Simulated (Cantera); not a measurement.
Charge: 1 mol Fe3O4, 1.2 mol CO, 0.32 mol CH4.

Cantera equilibrium calculation (NASA polynomials, part measured and part estimated; ideal gas, pure solids and liquids). Candidate condensed phases: C, C6H6, C7H8, C8H18, Fe, Fe(CO)5, FeO, Fe(OH)2, Fe(OH)3, Fe2O3, Fe3O4, H2O; 114 gas species. The tables' stoichiometric FeO is somewhat more stable than real wüstite, so its field is too wide. FeO: taken at fixed stoichiometry. Equilibrium is a limit: real reactors are often held back by kinetics, nucleation or transport.

Task: What condenses at these points (T in K, P in Pa): (1098, 37000); (2298, 10); (1098, 7200); (2298, 7200); (1248, 52)?

Result: 
```
T (K)  P in Pa  condensed phases  Fe condensed (%)
-----  -------  ----------------  ----------------
1098     37000               FeO             100.0
2298        10          gas only               0.0
1098      7200               FeO             100.0
2298      7200               FeO              97.9
1248        52               FeO             100.0
```
